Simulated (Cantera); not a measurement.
What does this Cantera script print?

```python
import numpy as np
import cantera as ct

gas = ct.Solution("gri30.yaml")
gas.TPX = 598, 790000, {'CH4': 1, 'C2H6': 0.081, 'O2': 2.48, 'N2': 9.33, 'H2O': 3.8}
flame = ct.FreeFlame(gas, width=0.0094)
flame.set_refine_criteria(ratio=3, slope=0.08, curve=0.16)
flame.transport_model = "mixture-averaged"
flame.solve(loglevel=0, auto=True)
z, T = flame.grid, flame.T
thick = (T[-1] - T[0]) / np.gradient(T, z).max()
show = ['CH4', 'C2H6', 'O2', 'CH2', 'H2', 'NO']
print(f"laminar burning velocity  {flame.velocity[0] * 100:.3f} cm/s")
print(f"burnt temperature         {T[-1]:.1f} K")
print(f"thermal thickness         {thick * 1e3:.4f} mm")
print(f"grid points               {len(z)}")
z0 = z[flame.heat_release_rate.argmax()]
print(f"{'z/mm':>9s}{'T/K':>9s}{'u/(m/s)':>9s}" + "".join(f"{s:>11s}" for s in show))
rows = []
for k in (-3, -2, -1.5, -1, -0.5, -0.25, 0, 0.25, 0.5, 1, 2, 4, 8):
    zz = z0 + k * thick
    rows.append([k * thick, np.interp(zz, z, T), np.interp(zz, z, flame.velocity),
                 *(np.interp(zz, z, flame.X[gas.species_index(s)]) for s in show)])
    print(f"{rows[-1][0] * 1e3:9.3f}{rows[-1][1]:9.1f}{rows[-1][2]:9.3f}" + "".join(f"{x:11.3e}" for x in rows[-1][3:]))
```

It prints:

```
laminar burning velocity  17.732 cm/s
burnt temperature         1982.2 K
thermal thickness         0.2149 mm
grid points               137
     z/mm      T/K  u/(m/s)        CH4       C2H6         O2        CH2         H2         NO
   -0.645    599.5    0.178  5.977e-02  4.848e-03  1.484e-01  1.229e-23  6.675e-04  6.697e-11
   -0.430    610.2    0.181  5.909e-02  4.831e-03  1.474e-01  1.509e-20  1.511e-03  6.564e-10
   -0.322    638.8    0.190  5.749e-02  4.777e-03  1.451e-01  1.207e-18  2.340e-03  2.776e-09
   -0.215    754.3    0.225  5.157e-02  4.471e-03  1.355e-01  2.763e-15  3.633e-03  2.283e-08
   -0.107   1134.6    0.342  3.225e-02  2.728e-03  9.989e-02  5.215e-10  5.343e-03  4.048e-07
   -0.054   1458.5    0.440  1.521e-02  9.334e-04  6.573e-02  1.647e-07  6.175e-03  1.454e-06
    0.000   1763.9    0.531  1.791e-03  2.632e-05  3.190e-02  5.217e-06  5.565e-03  2.885e-06
    0.054   1891.1    0.565  1.942e-05  4.612e-09  1.851e-02  3.980e-07  3.271e-03  4.348e-06
    0.107   1935.8    0.577  1.824e-07  5.038e-13  1.503e-02  5.036e-09  2.031e-03  5.074e-06
    0.215   1965.7    0.585  2.679e-10  2.161e-18  1.306e-02  9.755e-12  9.810e-04  5.669e-06
    0.430   1978.9    0.589  7.229e-13  1.873e-22  1.228e-02  3.044e-14  4.403e-04  6.167e-06
    0.860   1982.0    0.590  6.205e-14  2.885e-26  1.212e-02  2.385e-15  3.072e-04  6.814e-06
    1.719   1982.2    0.590  5.882e-15 -2.181e-26  1.211e-02  2.213e-16  2.959e-04  8.019e-06
```

Detailed kinetics in Cantera: GRI-Mech 3.0 (53 species, 325 reactions). Burning velocities carry a grid error of a few per cent, more on coarse grids.
